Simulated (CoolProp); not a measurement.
Vapour pressure (kPa) of ethanol: the reference equation beside estimates from Tc = 514.7 K, pc = 6268 kPa, ω = 0.644. Clausius-Clapeyron is anchored at 360.2 K with a constant enthalpy of vaporisation of 38.47 kJ/mol.

Computed with CoolProp (reference Helmholtz-energy equation of state, Schroeder 2014).

```
T (K)  reference  Lee-Kesler  Clausius-Clapeyron  van der Waals  Redlich-Kwong  Soave-Redlich-Kwong  Peng-Robinson
-----  ---------  ----------  ------------------  -------------  -------------  -------------------  -------------
334.8      50.29       49.80               53.24          854.7          285.6                49.70          52.39
343.3      72.45       72.26               74.96          977.4          359.5                72.19          75.40
351.7      101.8       102.1               103.4           1110          445.5                102.1          105.8
360.2      141.1       141.8               141.1            ___          546.8                142.0          146.0
368.6      191.3       192.5               189.0           1410          662.3                193.0          197.2
377.1        ___       257.6               250.9            ___          796.0                258.8          262.9
385.5      337.0       338.2               327.7           1759          945.9                340.3          344.0
394        438.4         ___               424.6           1953            ___                442.4          445.3
402.4      561.3       559.9               542.5           2158           1306                565.7          567.4
410.9      711.8       707.5               688.2           2380            ___                716.5          716.4
419.3      890.1         ___               862.3           2612           1751                894.8          892.2
```

**Question.** Some entries are withheld; supply them.

**Answer.** 
- 360.2, van der Waals: 1255
- 377.1, reference: 256.3
- 377.1, van der Waals: 1579
- 394, Lee-Kesler: 438.7
- 394, Redlich-Kwong: 1117
- 410.9, Redlich-Kwong: 1519
- 419.3, Lee-Kesler: 881.5

Absolute difference from the reference over all 11 rows, mean and median: Lee-Kesler 0.5 and 0.5 %, Clausius-Clapeyron 2.7 and 3.1 %, van der Waals 660.1 and 516.1 %, Redlich-Kwong 238.6 and 210.6 %, Soave-Redlich-Kwong 0.7 and 0.8 %, Peng-Robinson 2.4 and 2.6 %.
